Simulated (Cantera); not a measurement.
Input: 1 mol Cu2O, 3.7 mol H2, held at 0.00200 bar.

These are equilibrium values from Cantera (NASA tables, ideal gas, pure condensed phases), not measurements of a reactor. Candidate condensed phases: Cu, CuO, Cu(OH)2, Cu2O, H2O; 12 gas species. Equilibrium is a limit: real reactors are often held back by kinetics, nucleation or transport.

log p: log10 of the partial pressure in bar; n: condensed amount in mol.

| T (°C) | log p H2 | log p Cu | log p H2O | log p H | log p Cu2 | n Cu(s) | n Cu(l) |
|---|---|---|---|---|---|---|---|
| 552 | -2.84 | -14.51 | -3.27 | -12.52 | <-14 | 2.00 | 0 |
| 627 | -2.84 | -12.74 | -3.27 | -11.35 | <-14 | 2.00 | 0 |
| 702 | -2.84 | -11.25 | -3.27 | -10.36 | <-14 | 2.00 | 0 |
| 777 | -2.84 | -9.98 | -3.27 | -9.51 | <-14 | 2.00 | 0 |
| 852 | -2.84 | ___ | -3.27 | ___ | ___ | 2.00 | 0 |
| 927 | -2.84 | -7.91 | -3.27 | -8.12 | -12.46 | 2.00 | 0 |
| 1002 | -2.84 | -7.06 | -3.27 | -7.55 | -11.26 | 2.00 | 0 |
| 1077 | -2.84 | -6.31 | -3.27 | -7.04 | -10.19 | 2.00 | 0 |
| 1152 | -2.84 | -5.66 | -3.27 | -6.58 | -9.29 | 0 | 2.00 |
| 1227 | -2.84 | ___ | -3.27 | ___ | ___ | 0 | 1.98 |
| 1302 | -2.84 | -4.56 | -3.27 | -5.80 | -7.77 | 0 | 1.95 |
| 1377 | -2.85 | -4.09 | -3.29 | -5.47 | -7.12 | 0 | 1.84 |
| 1452 | -2.89 | -3.66 | -3.32 | -5.18 | -6.52 | 0 | 1.54 |
| 1527 | -2.98 | -3.27 | -3.41 | -4.93 | -5.98 | 0 | 0.614 |

Q: Complete the blanks.

A: 
- 1227, log p Cu: -5.08
- 1227, log p H: -6.17
- 1227, log p Cu2: -8.49
- 852, log p Cu: -8.87
- 852, log p H: -8.77
- 852, log p Cu2: -13.82
